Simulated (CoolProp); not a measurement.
Saturation properties of R115 (Tc = 353.1 K, pc = 31.29 bar, ω = 0.248).

Values from CoolProp's reference Helmholtz-energy equation of state, Lemmon 2016.

```tsv
T (K)	p (bar)	vapour density (kg/m³)	enthalpy of vaporisation (kJ/kg)
235.9	1.106	…	124.6
244.1	1.562	12.63	…
252.3	2.151	17.10	118.0
260.5	2.897	22.72	114.4
268.7	3.822	29.71	110.6
276.9	4.953	38.33	106.5
285	6.299	48.75	102.1
293.2	7.919	61.65	97.28
301.4	9.830	77.48	92.01
309.6	12.06	97.03	…
317.8	14.65	…	79.54
326	17.64	153.1	71.87
```

Task: Fill in the missing entries.

Result: 
- 235.9, vapour density (kg/m³): 9.122
- 244.1, enthalpy of vaporisation (kJ/kg): 121.4
- 309.6, enthalpy of vaporisation (kJ/kg): 86.16
- 317.8, vapour density (kg/m³): 121.5

It boils at 233.9 K under 1 atm.
